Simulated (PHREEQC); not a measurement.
Make-up at 20 °C: 0.028 mol CuCl2, 0.053 mol HNO3 and 0.00096 mol Na2SO4 per kg of water. It is in equilibrium with CO2 at log p = -3.5 (atm). Otherwise closed; pH follows from the charge balance.

Computed with PHREEQC (ion-association model, phreeqc.dat).

Each row changes one thing in this solution. Precipitation was switched off in this run.

| case | pH | ionic strength (mol/kgw) | HSO4- (mol/kgw) | SO4-2 (mol/kgw) | NaSO4- (mol/kgw) | HCO3- (mol/kgw) |
|---|---|---|---|---|---|---|
| as made | 1.37 | 0.136 | 0.000481 | 0.000292 | 9.18e-7 | 1.55e-10 |
| CuCl2 left out | 1.35 | 0.0546 | (withheld) | 0.000304 | 1.28e-6 | 1.40e-10 |
| HNO3 from 0.053 to 0.106 mol/kgw | 1.07 | 0.189 | 0.000635 | 0.000215 | 6.03e-7 | 8.07e-11 |
| CuCl2 from 0.028 to 0.0252 mol/kgw | 1.37 | 0.128 | 0.000492 | 0.000292 | 9.38e-7 | 1.54e-10 |
| temperature from 20 to 55 °C | 1.38 | 0.129 | 0.000660 | 0.000182 | (withheld) | 9.04e-11 |
| HNO3 from 0.053 to 0.0583 mol/kgw | 1.33 | 0.141 | 0.000504 | 0.000281 | 8.72e-7 | 1.42e-10 |

Question: Fill in the missing entries.

Answer: 
- CuCl2 left out, HSO4- (mol/kgw): 0.000655
- temperature from 20 to 55 °C, NaSO4- (mol/kgw): 6.70e-7

Constants without temperature data keep their 25 °C values here.
